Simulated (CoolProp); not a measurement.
Saturation properties of n-perfluorohexane.

Model: reference Helmholtz-energy equation of state, Gao 2022, in CoolProp.

```json
[
 {"T (K)": "320.2", "p (MPa)": "(withheld)", "enthalpy of vaporisation (kJ/kg)": "87.29", "liquid cp (kJ/(kg K))": "1.082"},
 {"T (K)": "328", "p (MPa)": "(withheld)", "enthalpy of vaporisation (kJ/kg)": "85.12", "liquid cp (kJ/(kg K))": "(withheld)"},
 {"T (K)": "335.9", "p (MPa)": "(withheld)", "enthalpy of vaporisation (kJ/kg)": "82.85", "liquid cp (kJ/(kg K))": "1.107"},
 {"T (K)": "343.7", "p (MPa)": "(withheld)", "enthalpy of vaporisation (kJ/kg)": "80.53", "liquid cp (kJ/(kg K))": "(withheld)"},
 {"T (K)": "351.6", "p (MPa)": "0.1979", "enthalpy of vaporisation (kJ/kg)": "78.08", "liquid cp (kJ/(kg K))": "1.134"},
 {"T (K)": "359.4", "p (MPa)": "0.2468", "enthalpy of vaporisation (kJ/kg)": "75.54", "liquid cp (kJ/(kg K))": "1.149"},
 {"T (K)": "367.2", "p (MPa)": "0.3046", "enthalpy of vaporisation (kJ/kg)": "72.87", "liquid cp (kJ/(kg K))": "1.164"},
 {"T (K)": "375.1", "p (MPa)": "0.3730", "enthalpy of vaporisation (kJ/kg)": "70.00", "liquid cp (kJ/(kg K))": "1.181"},
 {"T (K)": "382.9", "p (MPa)": "(withheld)", "enthalpy of vaporisation (kJ/kg)": "66.98", "liquid cp (kJ/(kg K))": "(withheld)"},
 {"T (K)": "390.8", "p (MPa)": "0.5430", "enthalpy of vaporisation (kJ/kg)": "63.70", "liquid cp (kJ/(kg K))": "1.222"}
]
```

Question: Fill in the missing entries.

Answer: 
- 320.2, p (MPa): 0.07108
- 328, p (MPa): 0.09375
- 328, liquid cp (kJ/(kg K)): 1.094
- 335.9, p (MPa): 0.1221
- 343.7, p (MPa): 0.1562
- 343.7, liquid cp (kJ/(kg K)): 1.121
- 382.9, p (MPa): 0.4514
- 382.9, liquid cp (kJ/(kg K)): 1.200

It boils at 330.3 K under 1 atm.
